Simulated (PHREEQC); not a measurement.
# Polishing slurry liquid

Dissolve 1.3 mmol/kgw TMAH, 1.1 mmol/kgw K2SO4 and 16 mmol/kgw H3BO3 at 91 °C. Closed to the air; pH follows from the charge balance.

The numbers come from PHREEQC with the ion-association model, wateq4f.dat.

Precipitation was switched off in this run.

**Question.** Predict the pH, ionic strength.

**Answer.** pH 7.71; ionic strength 0.00454 mol/kgw.

**Question.** In which forms is K present?

**Answer.** K+ 99 %, KSO4- 1.4 % of the K.

Species that the database lacks are ignored. (CH3)4N+ isn't in the database: it is added as a free cation with an ion size of 4 Å. At this temperature some constants are extrapolated from 25 °C, and those without enthalpy data are left unchanged.
